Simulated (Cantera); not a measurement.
Cantera run:

```python
import numpy as np
import cantera as ct

gas_names = """
    AL ALH ALO ALOH ALO2 ALO2H AL2 AL2O AL2O2 H HALO HO2 H2 H2O H2O2 O OH O2 O3
""".split()
cond_names = """
    AL(cr) AL(L) AL2O3(a) AL2O3(L) H2O(s) H2O(L)
""".split()


# ... load() reads the species with a 1 bar reference pressure and builds the phases ...
atoms = {
    'Al': {'AL': 1},
    'H2O': {'H': 2, 'O': 1},
    'H2': {'H': 2},
}
top_T = {}  # K; cautious upper limits of use, not melting points


# ... equilibrate(T, P, feed) seeds the gas with the atoms and calls Mixture.equilibrate('TP', solver="vcs", rtol=1e-11, max_steps=5000) ...
results = []
feed = {'Al': 1, 'H2O': 1.7, 'H2': 3.5}  # mol
T = 1525  # K
P = 390000  # Pa
mix = equilibrate(T, P, feed)
results.append((T, P, feed, dict(zip(mix.species_names, mix.species_moles))))
x = sorted(zip(gas.X, gas.species_names), reverse=True)
print(f"T = {T:g} K  P = {P:g} Pa  gas = {mix.phase_moles(0):.4g} mol")
print("   x: " + "  ".join(f"{s} {v:.3e}" for v, s in x if v > 0.001))
print("   condensed (mol): " + ("  ".join(f"{mix.phase(i).name} {mix.phase_moles(i):.4g}"
      for i in range(1, mix.n_phases) if mix.phase_moles(i) > 1e-12) or "none"))
```

Result:

```
T = 1525 K  P = 390000 Pa  gas = 5.2 mol
   x: H2 9.615e-01  H2O 3.846e-02
   condensed (mol): AL2O3(a) 0.5
```

Method: chemical equilibrium by Gibbs-energy minimisation in Cantera with the NASA 1993 tables (ideal gas, pure condensed phases). Gases not in the tables: Al(OH)3.
